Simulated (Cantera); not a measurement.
Charge: 1 mol Ca(OH)2, 0.072 mol CO2, 0.69 mol O2, held at 10.0 mbar.

Method: chemical equilibrium by Gibbs-energy minimisation in Cantera with the NASA 1993 tables (ideal gas, pure condensed phases). Candidate condensed phases: C, C6H6, C7H8, C8H18, Ca, CaCO3, CaO, Ca(OH)2, H2O; 115 gas species. Kinetics and transport are ignored.

Question: At 1300 K, list the 4 most abundant gas species with their mole fractions, and the condensed phases.

Answer: H2O 0.567, O2 0.392, CO2 0.0409, OH 9.24e-5. Condensed: CaO(s).
